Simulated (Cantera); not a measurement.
Charge: 1 mol C₂F₆, 0.098 mol H₂, at 1330 Pa.

Equilibrium computed with Cantera from the NASA thermochemical tables; the gas is ideal and each condensed phase is pure. Candidate condensed phases: C, C₆H₆, C₇H₈, C₈H₁₈; 95 gas species. The feed counts by its element totals alone. Gases not in the tables: C₂F₆ and larger saturated fluorocarbons. The numbers say what is thermodynamically allowed, not how fast it happens. All values below are at 2000 K.

Base state: CF₄ 0.770, HF 0.111, CF₂ 0.0847, F 0.0270, CF₃ 0.00702, CF 0.000125 (mole fractions); condensed: C(graphite).

Question: What changes in the equilibrium state with this change: pressure from 1330 Pa to 4.60 Pa?

Answer: 
```csv
species,before,after
F,0.0270,0.726
CF₂,0.0847,0.212
HF,0.111,0.0413
CF₄,0.770,0.0166
CF,0.000125,0.00337
CF₃,0.00702,0.00163
"C(graphite), mol",0.483,0.894
```
